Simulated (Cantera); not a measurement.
## Thermodynamics of carbon deposition, reforming and gasification, feed acetone + O2

Input: 1 mol acetone, 0.78 mol O2, equilibrated at 10500 Torr.

Cantera equilibrium calculation (NASA polynomials, part measured and part estimated; ideal gas, pure solids and liquids). Candidate condensed phases: C, C6H6, C7H8, C8H18, H2O; 110 gas species. The feed counts by its element totals alone. Rates play no part.

From 477 °C to 1677 °C the condensed part is C(graphite). The main C-bearing gas is CH4 at 477 °C and CO at 1677 °C.

```json
[
 {"T (°C)": "477", "x H2": "0.0737", "x H2O": "0.477", "x CO": "0.00508", "x CH4": "0.243", "x CO2": "0.201", "x C2H2 (acetylene)": "<1e-12", "x H": "<1e-12", "x C2H4": "9.10e-9", "n C(graphite)": "1.70"},
 {"T (°C)": "577", "x H2": "0.156", "x H2O": "0.401", "x CO": "0.0261", "x CH4": "0.212", "x CO2": "0.205", "x C2H2 (acetylene)": "1.49e-12", "x H": "2.16e-12", "x C2H4": "8.79e-8", "n C(graphite)": "1.65"},
 {"T (°C)": "677", "x H2": "0.263", "x H2O": "0.304", "x CO": "0.0885", "x CH4": "0.162", "x CO2": "0.183", "x C2H2 (acetylene)": "7.20e-11", "x H": "7.62e-11", "x C2H4": "4.47e-7", "n C(graphite)": "1.54"},
 {"T (°C)": "777", "x H2": "0.365", "x H2O": "0.192", "x CO": "0.207", "x CH4": "0.107", "x CO2": "0.129", "x C2H2 (acetylene)": "1.51e-9", "x H": "1.31e-9", "x C2H4": "1.37e-6", "n C(graphite)": "1.28"},
 {"T (°C)": "877", "x H2": "0.437", "x H2O": "0.0974", "x CO": "0.339", "x CH4": "0.0627", "x CO2": "0.0635", "x C2H2 (acetylene)": "1.69e-8", "x H": "1.32e-8", "x C2H4": "2.86e-6", "n C(graphite)": "0.886"},
 {"T (°C)": "977", "x H2": "0.481", "x H2O": "0.0423", "x CO": "0.418", "x CH4": "0.0356", "x CO2": "0.0235", "x C2H2 (acetylene)": "1.21e-7", "x H": "8.96e-8", "x C2H4": "4.69e-6", "n C(graphite)": "0.593"},
 {"T (°C)": "1077", "x H2": "0.505", "x H2O": "0.0181", "x CO": "0.448", "x CH4": "0.0206", "x CO2": "0.00818", "x C2H2 (acetylene)": "6.26e-7", "x H": "4.53e-7", "x C2H4": "6.70e-6", "n C(graphite)": "0.470"},
 {"T (°C)": "1177", "x H2": "0.519", "x H2O": "0.00829", "x CO": "0.457", "x CH4": "0.0125", "x CO2": "0.00307", "x C2H2 (acetylene)": "2.53e-6", "x H": "1.82e-6", "x C2H4": "8.80e-6", "n C(graphite)": "0.434"},
 {"T (°C)": "1277", "x H2": "0.527", "x H2O": "0.00411", "x CO": "0.460", "x CH4": "0.00790", "x CO2": "0.00128", "x C2H2 (acetylene)": "8.45e-6", "x H": "6.11e-6", "x C2H4": "1.09e-5", "n C(graphite)": "0.426"},
 {"T (°C)": "1377", "x H2": "0.531", "x H2O": "0.00220", "x CO": "0.461", "x CH4": "0.00525", "x CO2": "0.000595", "x C2H2 (acetylene)": "2.42e-5", "x H": "1.77e-5", "x C2H4": "1.31e-5", "n C(graphite)": "0.426"},
 {"T (°C)": "1477", "x H2": "0.534", "x H2O": "0.00127", "x CO": "0.461", "x CH4": "0.00364", "x CO2": "0.000302", "x C2H2 (acetylene)": "6.13e-5", "x H": "4.54e-5", "x C2H4": "1.53e-5", "n C(graphite)": "0.428"},
 {"T (°C)": "1577", "x H2": "0.535", "x H2O": "0.000774", "x CO": "0.461", "x CH4": "0.00263", "x CO2": "0.000166", "x C2H2 (acetylene)": "0.000140", "x H": "0.000105", "x C2H4": "1.75e-5", "n C(graphite)": "0.429"},
 {"T (°C)": "1677", "x H2": "0.536", "x H2O": "0.000497", "x CO": "0.461", "x CH4": "0.00196", "x CO2": "9.72e-5", "x C2H2 (acetylene)": "0.000293", "x H": "0.000224", "x C2H4": "1.97e-5", "n C(graphite)": "0.429"}
]
```
x: gas mole fraction; n: condensed amount in mol.
